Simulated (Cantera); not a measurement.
An isothermal, constant-pressure homogeneous reactor starts with 0.365 % H₂, 33.2 % O₂, 66.4 % N₂, equivalence ratio 0.0055, at 1075 K and 0.00602 atm.

Model: the H2/O2 subset of GRI-Mech 3.0, which has no nitrogen chemistry, integrated in Cantera. Radical loss at walls, strong at low pressure, is not modelled.

x: mole fraction; the columns are a selection and need not sum to one.

```tsv
t (s)	x H₂	x O₂	x HO₂	x OH	x O
3.00e-5	0.00365	0.332	1.09e-12	<1e-12	<1e-12
0.000147	0.00365	0.332	5.34e-12	<1e-12	<1e-12
0.000721	0.00365	0.332	2.62e-11	1.14e-11	1.21e-11
0.00353	0.00365	0.332	1.29e-10	1.17e-10	1.53e-10
0.0173	0.00365	0.332	6.57e-10	3.83e-9	?
0.0849	0.00134	0.330	4.81e-7	0.000482	?
0.416	1.42e-5	0.329	2.49e-7	0.000164	?
2.04	5.12e-6	0.330	1.59e-7	9.88e-5	?
10.0	5.46e-7	0.331	4.83e-8	3.26e-5	?
```

Q: Fill in the missing entries.

A: 
- 0.0173, x O: 6.37e-9
- 0.0849, x O: 0.00149
- 0.416, x O: 0.00227
- 2.04, x O: 0.000808
- 10.0, x O: 8.72e-5
